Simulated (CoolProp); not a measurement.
Vapour-liquid equilibrium of isobutane (1) + n-butane (2) at 0.0252 bar; x and y are mole fractions of (1).

Computed with CoolProp (multi-fluid Helmholtz-energy mixture model, Bücker 2006 and Bücker 2006; pair parameters Kunz 2012).

| x | bubble temperature, mixture model (°C) | bubble temperature, Raoult's law (°C) | y, mixture model | y, Raoult's law |
|---|---|---|---|---|
| 0.05 | -70.3 | -70.3 | 0.094 | 0.093 |
| 0.125 | -71.2 | -71.2 | … | 0.218 |
| 0.2 | … | -72.0 | 0.330 | 0.328 |
| 0.275 | … | -72.8 | 0.428 | 0.427 |
| 0.35 | -73.6 | -73.5 | 0.515 | 0.515 |
| 0.425 | … | -74.2 | 0.594 | 0.594 |
| 0.5 | -75.0 | -74.9 | … | 0.665 |
| 0.575 | -75.6 | -75.5 | … | 0.729 |
| 0.65 | -76.2 | -76.2 | 0.786 | 0.788 |
| 0.725 | -76.8 | -76.7 | 0.839 | 0.841 |
| 0.8 | -77.3 | -77.3 | 0.888 | 0.889 |
| 0.875 | -77.8 | -77.8 | … | 0.934 |
| 0.95 | -78.3 | -78.3 | 0.974 | 0.975 |

Q: Fill in the missing entries.

A: 
- 0.125, y, mixture model: 0.220
- 0.2, bubble temperature, mixture model (°C): -72.1
- 0.275, bubble temperature, mixture model (°C): -72.9
- 0.425, bubble temperature, mixture model (°C): -74.3
- 0.5, y, mixture model: 0.664
- 0.575, y, mixture model: 0.728
- 0.875, y, mixture model: 0.933

The largest gap from Raoult's law is -0.1 K in bubble temperature, at x = 0.275. No azeotrope shows between x = 0.05 and 0.95.

The pair parameters rest on a limited set of measurements; away from them the model extrapolates.
